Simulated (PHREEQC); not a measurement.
Consider water at 20 °C with 0.79 mol/kgw CaCl2 and 0.0067 mol/kgw K2SO4. Closed to the air; pH follows from the charge balance.

Computed with PHREEQC (Pitzer model, pitzer.dat).

- ionic strength = 2.39 mol/kgw
- activity of water = 0.958
- density = 1.068 g/cm³
- osmotic coefficient = 0.987

```tsv
species	molality	activity	log γ
Cl-	1.58	0.894	-0.247
Ca+2	0.790	0.258	-0.486
K+	0.0134	0.00876	-0.184
SO4-2	0.00670	9.67e-5	-1.841
OH-	2.06e-7	2.61e-8	-0.897
H+	2.03e-7	2.51e-7	0.093
HSO4-	3.28e-9	2.01e-9	-0.212
```

Precipitation was switched off in this run.
